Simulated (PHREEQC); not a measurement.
Solution (55 °C): 1.9 mmol/kgw Na2HAsO4, 0.032 mmol/kgw NaOH and 9.7 mmol/kgw NaCl. Closed to the air; pH follows from the charge balance.

The numbers come from PHREEQC with the ion-association model, wateq4f.dat.

```json
[
 {"quantity": "pH", "before": "8.78", "after": "8.65"},
 {"quantity": "ionic strength (mol/kgw)", "before": "0.0154", "after": "0.0103"},
 {"quantity": "SI of Halite (NaCl)", "before": "-5.64", "after": "-5.75"}
]
```

Question: What was changed between the two runs?
A) Na2HAsO4 replaced by Na2SiF6 at the same molality
B) diluted 100-fold with water
C) Na2HAsO4 from 0.0019 to 0.00019 mol/kgw
D) diluted 2-fold with water

Answer: C, Na2HAsO4 from 0.0019 to 0.00019 mol/kgw

No solid was allowed to form. At this temperature some constants are extrapolated from 25 °C, and those without enthalpy data are left unchanged.
